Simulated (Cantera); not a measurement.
# Stirred combustor or abatement burner

A perfectly stirred reactor is fed with 9.02 % CH4, 0.782 % C2H6, 2.59 % C3H8, 18.5 % O2, 69.2 % N2, at 5.82 atm; it is adiabatic with a 650 K inlet, and is followed from long to short residence time, starting on the burning branch (τ in s: 0.26, 0.089, 0.03, 0.0099, 0.0033, 0.0011, 0.00037, 0.00012, 4.2e-05, 1.4e-05).

Model: GRI-Mech 3.0 (53 species, 325 reactions), integrated in Cantera. GRI-Mech 3.0 was tuned for natural gas; its chemistry of propane as a main component is partial and can be far from experiment.

```json
[
 {"τ (s)": "0.26", "T (K)": "1978", "x CH4": "0.00152", "x C2H6": "2.38e-7", "x C3H8": "6.36e-8", "x H": "0.000217", "x O": "4.30e-8", "x CH2CO": "1.66e-6", "x OH": "2.19e-5"},
 {"τ (s)": "0.089", "T (K)": "1986", "x CH4": "0.00272", "x C2H6": "8.29e-7", "x C3H8": "1.75e-7", "x H": "0.000232", "x O": "7.75e-8", "x CH2CO": "4.63e-6", "x OH": "2.56e-5"},
 {"τ (s)": "0.030", "T (K)": "1996", "x CH4": "0.00428", "x C2H6": "2.47e-6", "x C3H8": "4.82e-7", "x H": "0.000254", "x O": "1.65e-7", "x CH2CO": "1.17e-5", "x OH": "3.22e-5"},
 {"τ (s)": "0.0099", "T (K)": "2005", "x CH4": "0.00614", "x C2H6": "6.71e-6", "x C3H8": "1.35e-6", "x H": "0.000284", "x O": "3.91e-7", "x CH2CO": "2.77e-5", "x OH": "4.29e-5"},
 {"τ (s)": "0.0033", "T (K)": "2008", "x CH4": "0.00816", "x C2H6": "1.73e-5", "x C3H8": "3.79e-6", "x H": "0.000326", "x O": "9.78e-7", "x CH2CO": "6.17e-5", "x OH": "5.84e-5"},
 {"τ (s)": "0.0011", "T (K)": "1995", "x CH4": "0.0105", "x C2H6": "4.60e-5", "x C3H8": "1.13e-5", "x H": "0.000376", "x O": "2.53e-6", "x CH2CO": "0.000136", "x OH": "7.82e-5"},
 {"τ (s)": "0.00037", "T (K)": "1947", "x CH4": "0.0139", "x C2H6": "0.000146", "x C3H8": "3.93e-5", "x H": "0.000405", "x O": "6.55e-6", "x CH2CO": "0.000320", "x OH": "9.38e-5"},
 {"τ (s)": "0.00012", "T (K)": "650", "x CH4": "0.0902", "x C2H6": "0.00782", "x C3H8": "0.0259", "x H": "<1e-12", "x O": "<1e-12", "x CH2CO": "<1e-12", "x OH": "<1e-12"},
 {"τ (s)": "4.2e-5", "T (K)": "650", "x CH4": "0.0902", "x C2H6": "0.00782", "x C3H8": "0.0259", "x H": "<1e-12", "x O": "<1e-12", "x CH2CO": "<1e-12", "x OH": "<1e-12"},
 {"τ (s)": "1.4e-5", "T (K)": "650", "x CH4": "0.0902", "x C2H6": "0.00782", "x C3H8": "0.0259", "x H": "<1e-12", "x O": "<1e-12", "x CH2CO": "<1e-12", "x OH": "<1e-12"}
]
```
x: mole fraction; the columns are a selection and need not sum to one.
